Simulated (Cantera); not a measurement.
What does this Cantera script print?

```python
import numpy as np
import cantera as ct

gas_names = """
    F FO FO2 F2 F2O H HF HOF HO2 H2 H2F2 H2O H2O2 H3F3 H4F4 H5F5 H6F6 H7F7 O OH O2 O3
""".split()
cond_names = """
    H2O(s) H2O(L)
""".split()


# ... load() reads the species with a 1 bar reference pressure and builds the phases ...
atoms = {
    'HF': {'H': 1, 'F': 1},
    'O2': {'O': 2},
    'H2': {'H': 2},
}
top_T = {}  # K; cautious upper limits of use, not melting points


# ... equilibrate(T, P, feed) seeds the gas with the atoms and calls Mixture.equilibrate('TP', solver="vcs", rtol=1e-11, max_steps=5000) ...
results = []
T = 723  # K
P = 120  # Pa
for m in [0.26, 0.34, 0.46, 0.61, 0.81, 1.1, 1.4, 1.9, 2.5, 3.3, 4.4, 5.9, 7.8]:
    feed = {'HF': 1, 'O2': 0.28, 'H2': m}  # mol
    mix = equilibrate(T, P, feed)
    results.append((T, P, feed, dict(zip(mix.species_names, mix.species_moles))))

top = {s: max(r[3][s] / sum(r[3][g] for g in gas_names) for r in results) for s in gas_names}
cols = sorted((s for s in top if top[s] > 0.001), key=lambda s: -top[s])[:8]
seen = [c for c in cond_names if any(r[3].get(c, 0) > 1e-12 for r in results)]
print("log10 of partial pressures in bar; condensed amounts in mol")
print(f"{'n(H2)':>10s}" + "".join(f"{s[:9]:>10s}" for s in cols + seen))
for T, P, feed, n in results:
    ng = sum(n[g] for g in gas_names)
    print(f"{feed['H2']:10.4g}" + "".join(f"{np.log10(max(n[s] / ng * P / 1e5, 1e-99)):10.3f}" for s in cols)
          + "".join(f"{n.get(c, 0):10.4g}" for c in seen))
```

It prints:

```
log10 of partial pressures in bar; condensed amounts in mol
     n(H2)        H2        HF       H2O        O2
      0.26   -16.705    -3.070    -3.655    -3.894
      0.34   -16.527    -3.082    -3.551    -4.041
      0.46   -16.234    -3.100    -3.437    -4.401
      0.61    -4.429    -3.128    -3.379   -27.896
      0.81    -3.781    -3.178    -3.430   -29.293
       1.1    -3.511    -3.243    -3.495   -29.962
       1.4    -3.377    -3.301    -3.553   -30.346
       1.9    -3.256    -3.383    -3.635   -30.752
       2.5    -3.177    -3.465    -3.717   -31.073
       3.3    -3.117    -3.554    -3.806   -31.373
       4.4    -3.069    -3.653    -3.905   -31.666
       5.9    -3.032    -3.760    -4.011   -31.953
       7.8    -3.006    -3.865    -4.117   -32.217
```

These are equilibrium values from Cantera (NASA tables, ideal gas, pure condensed phases), not measurements of a reactor.
